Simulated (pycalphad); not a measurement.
# Effect of Cu content in Si-Cu

CALPHAD calculation (pycalphad, COST 507 light-alloy database (1999)), 1 atm. The database dates from 1999; later assessments differ in places, in temperatures and in the compounds included. Amounts are mole fractions of atoms.

```
alloy             liquidus (K)  first solid  solidus (K)                    phases at 725 K
----------------  ------------  -----------  -----------  ---------------------------------
Si-1.87Cu (at.%)          1678   DIAMOND_A4         1074  DIAMOND_A4 0.98, CU19SI6_ETA 0.02
Si-3.75Cu (at.%)          1668   DIAMOND_A4         1074  DIAMOND_A4 0.95, CU19SI6_ETA 0.05
Si-7.5Cu (at.%)           1647   DIAMOND_A4         1074  DIAMOND_A4 0.90, CU19SI6_ETA 0.10
Si-15Cu (at.%)            1599   DIAMOND_A4         1074  DIAMOND_A4 0.80, CU19SI6_ETA 0.20
Si-22.5Cu (at.%)          1548   DIAMOND_A4         1074  DIAMOND_A4 0.70, CU19SI6_ETA 0.30
```

Database names, with the compositions (at.%) that they take in these runs: CU19SI6_ETA: Cu 76 Si 24. DIAMOND_A4 is diamond (Si).
